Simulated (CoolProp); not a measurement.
The fluid at 298.15 K and 10.9 MPa flows at 0.26 m/s in a round tube of 20 mm bore and 15 µm roughness, fully developed (64/Re and Nu = 3.66 if laminar; Colebrook and Gnielinski if turbulent). The same conditions are run with several fluids, on thermodynamics alone (safety and materials aside).

The numbers come from the reference Helmholtz-energy equation of state of each fluid (propane: Lemmon 2009; R141b: Lemmon 2006; isobutane: Bücker 2006; n-pentane: Thol 2019; R410A: Lemmon 2003) in CoolProp. Blends and air are pseudo-pure fits.

Question: Rank propane, R141b, isobutane, n-pentane, R410A by Reynolds number, highest first.

Answer: R410A (40500), propane (23400), isobutane (16700), n-pentane (15800), R141b (14200)

```csv
fluid,Darcy friction factor,pressure drop (Pa/m),heat-transfer coefficient (W/(m² K)),mass flow (kg/h)
propane,0.0266,23.2,627,152
R141b,0.0295,62.6,485,369
isobutane,0.0285,27.4,517,168
n-pentane,0.0288,30.9,587,186
R410A,0.0241,45.9,872,331
```

Transport values come from each fluid's own correlations; those of R141b, n-pentane are estimates that may be off by 10 % or more.
